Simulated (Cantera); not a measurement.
Mixture: 4.88 % CH₄, 0.488 % H₂, 13.7 % O₂, 80.9 % N₂, equivalence ratio 0.73, at 1800 Torr, adiabatic and at constant pressure. Ignition delay is the time to a rise of 400 K.

Model: GRI-Mech 3.0 (53 species, 325 reactions), integrated in Cantera.

### Question
Predict: delay at 1000 K; delay at 1150 K; delay at 1300 K; delay at 1450 K; apparent activation energy between 1375 and 1525 K.

### Answer
```
Item                                                    Result
--------------------------------------------------  ----------
delay at 1000 K                                        82.5 ms
delay at 1150 K                                        16.5 ms
delay at 1300 K                                        3.48 ms
delay at 1450 K                                       0.785 ms
apparent activation energy between 1375 and 1525 K  160 kJ/mol
```
